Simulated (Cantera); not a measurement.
An isothermal, constant-pressure homogeneous reactor starts with 21.8 % CH4, 78.2 % H2, at 1800 K and 0.173 Torr.

Computed with Cantera and GRI-Mech 3.0 (53 species, 325 reactions). GRI-Mech 3.0 stops at C3 and has no aromatics, soot or wall deposition, so with more carbon than oxygen in the feed, carbon stays in small species such as C2H2 where larger ones or solid carbon would form. Radical loss at walls, strong at low pressure, is not modelled.

**Question.** Predict: x(CH4) at 20.0 s; x(H2) at 20.0 s; x(H) at 20.0 s; x(C2H) at 20.0 s; x(CH2) at 20.0 s; x(C2H6) at 20.0 s.

**Answer.** 
- x(CH4) at 20.0 s: 0.00648 (gas-phase equilibrium 3.31e-6)
- x(H2) at 20.0 s: 0.902 (gas-phase equilibrium 0.889)
- x(H) at 20.0 s: 0.00405 (gas-phase equilibrium 0.0224)
- x(C2H) at 20.0 s: 3.40e-6 (gas-phase equilibrium 1.96e-5)
- x(CH2) at 20.0 s: 2.57e-6 (gas-phase equilibrium 4.78e-8)
- x(C2H6) at 20.0 s: 1.28e-7 (gas-phase equilibrium <1e-12)
